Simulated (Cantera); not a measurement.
## Adiabatic ignition

An adiabatic, constant-pressure homogeneous reactor starts with 4.52 % CH₄, 3.26 % CO, 19.4 % O₂, 72.8 % N₂, equivalence ratio 0.55, at 1500 K and 330000 Pa.

Detailed kinetics in Cantera: GRI-Mech 3.0 (53 species, 325 reactions).

```json
[
 {"t (s)": "2.00e-6", "T (K)": "1500", "x CH₄": "0.0452", "x CO": "0.0326", "x O₂": "0.194", "x H₂O₂": "1.72e-9", "x HO₂": "2.29e-7", "x C₂H₄": "1.28e-12"},
 {"t (s)": "4.11e-6", "T (K)": "1500", "x CH₄": "0.0452", "x CO": "0.0326", "x O₂": "0.194", "x H₂O₂": "5.38e-9", "x HO₂": "4.45e-7", "x C₂H₄": "1.82e-11"},
 {"t (s)": "8.46e-6", "T (K)": "1500", "x CH₄": "0.0452", "x CO": "0.0326", "x O₂": "0.194", "x H₂O₂": "1.36e-8", "x HO₂": "8.18e-7", "x C₂H₄": "2.27e-10"},
 {"t (s)": "1.74e-5", "T (K)": "1500", "x CH₄": "0.0452", "x CO": "0.0326", "x O₂": "0.194", "x H₂O₂": "2.68e-8", "x HO₂": "1.36e-6", "x C₂H₄": "2.86e-9"},
 {"t (s)": "3.58e-5", "T (K)": "1500", "x CH₄": "0.0452", "x CO": "0.0326", "x O₂": "0.194", "x H₂O₂": "4.30e-8", "x HO₂": "2.04e-6", "x C₂H₄": "4.08e-8"},
 {"t (s)": "7.37e-5", "T (K)": "1500", "x CH₄": "0.0451", "x CO": "0.0326", "x O₂": "0.194", "x H₂O₂": "7.33e-8", "x HO₂": "3.33e-6", "x C₂H₄": "7.09e-7"},
 {"t (s)": "0.000152", "T (K)": "1502", "x CH₄": "0.0446", "x CO": "0.0325", "x O₂": "0.194", "x H₂O₂": "2.40e-7", "x HO₂": "9.14e-6", "x C₂H₄": "1.33e-5"},
 {"t (s)": "0.000312", "T (K)": "1538", "x CH₄": "0.0385", "x CO": "0.0337", "x O₂": "0.189", "x H₂O₂": "5.23e-6", "x HO₂": "9.50e-5", "x C₂H₄": "0.000471"},
 {"t (s)": "0.000641", "T (K)": "2553", "x CH₄": "<1e-12", "x CO": "0.00653", "x O₂": "0.0877", "x H₂O₂": "3.60e-7", "x HO₂": "1.06e-5", "x C₂H₄": "<1e-12"},
 {"t (s)": "0.00132", "T (K)": "2550", "x CH₄": "<1e-12", "x CO": "0.00647", "x O₂": "0.0868", "x H₂O₂": "3.57e-7", "x HO₂": "1.04e-5", "x C₂H₄": "<1e-12"},
 {"t (s)": "0.00271", "T (K)": "2545", "x CH₄": "<1e-12", "x CO": "0.00638", "x O₂": "0.0853", "x H₂O₂": "3.50e-7", "x HO₂": "1.01e-5", "x C₂H₄": "<1e-12"},
 {"t (s)": "0.00558", "T (K)": "2539", "x CH₄": "<1e-12", "x CO": "0.00625", "x O₂": "0.0832", "x H₂O₂": "3.42e-7", "x HO₂": "9.81e-6", "x C₂H₄": "<1e-12"},
 {"t (s)": "0.0115", "T (K)": "2533", "x CH₄": "<1e-12", "x CO": "0.00615", "x O₂": "0.0816", "x H₂O₂": "3.36e-7", "x HO₂": "9.55e-6", "x C₂H₄": "<1e-12"},
 {"t (s)": "0.0236", "T (K)": "2532", "x CH₄": "<1e-12", "x CO": "0.00612", "x O₂": "0.0811", "x H₂O₂": "3.33e-7", "x HO₂": "9.46e-6", "x C₂H₄": "<1e-12"},
 {"t (s)": "0.0486", "T (K)": "2532", "x CH₄": "<1e-12", "x CO": "0.00612", "x O₂": "0.0810", "x H₂O₂": "3.33e-7", "x HO₂": "9.46e-6", "x C₂H₄": "<1e-12"},
 {"t (s)": "0.100", "T (K)": "2532", "x CH₄": "<1e-12", "x CO": "0.00612", "x O₂": "0.0810", "x H₂O₂": "3.33e-7", "x HO₂": "9.46e-6", "x C₂H₄": "<1e-12"}
]
```
x: mole fraction; the columns are a selection and need not sum to one.

```yaml
time_of_steepest_temperature_rise: 0.358 ms
temperature at 0.100 s: 2532 K
equilibrium_temperature: 2532 K
x(CH₄) at 0.100 s: <1e-12 (gas-phase equilibrium <1e-12)
x(CO) at 0.100 s: 0.00612 (gas-phase equilibrium 0.00612)
x(O₂) at 0.100 s: 0.0810 (gas-phase equilibrium 0.0810)
```
